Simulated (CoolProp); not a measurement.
Vapour-liquid equilibrium of CF4 (R14) (1) + R13 (2) at 202.2 K; x and y are mole fractions of (1).

Model: multi-fluid Helmholtz-energy mixture model, Platzer 1990 and Platzer 1990; pair parameters Bell 2016, in CoolProp. This equation is an older, rougher fit; its heat capacities, sound speeds and derivatives of the liquid may be far off and weren't checked against measurements.

### Question
Give the bubble pressure and the first vapour's composition at x = 0.35, 0.45, 0.95. Is there an azeotrope?

### Answer
x = 0.35: 0.7320 MPa, y = 0.809; x = 0.45: 0.8695 MPa, y = 0.853; x = 0.95: 1.587 MPa, y = 0.987. No azeotrope shows between x = 0.05 and 0.95.

The pair parameters rest on a limited set of measurements; away from them the model extrapolates. The gap from Raoult's law changes sign with composition, which may be real or a fault of the pair parameters; it wasn't checked against measurements.
